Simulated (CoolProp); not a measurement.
Vapour-liquid equilibrium of R114 (1) + n-heptane (2) at 53.75 °C; x and y are mole fractions of (1).

The numbers come from the multi-fluid Helmholtz-energy mixture model, Platzer 1990 and Span 2003; pair parameters Bell 2016 in CoolProp. This equation is an older, rougher fit; its heat capacities, sound speeds and derivatives of the liquid may be far off and weren't checked against measurements.

| x | bubble pressure (MPa) | y at the bubble point | dew pressure at overall composition x (MPa) | liquid density (mol/L) |
|---|---|---|---|---|
| 0.05 | 0.05702 | 0.626 | 0.02311 | 6.600 |
| 0.2 | 0.1530 | 0.875 | 0.02737 | 6.801 |
| 0.35 | (withheld) | 0.927 | 0.03352 | 7.007 |
| 0.5 | 0.2959 | 0.950 | 0.04320 | 7.219 |
| 0.65 | 0.3513 | 0.966 | 0.06071 | 7.435 |
| 0.8 | (withheld) | 0.979 | 0.1019 | (withheld) |
| 0.95 | 0.4692 | 0.994 | 0.2948 | (withheld) |

**Question.** Fill in the missing entries.

**Answer.** 
- 0.35, bubble pressure (MPa): 0.2319
- 0.8, bubble pressure (MPa): 0.4062
- 0.8, liquid density (mol/L): 7.657
- 0.95, liquid density (mol/L): 7.884

No azeotrope shows between x = 0.05 and 0.95.

The pair parameters rest on a limited set of measurements; away from them the model extrapolates.
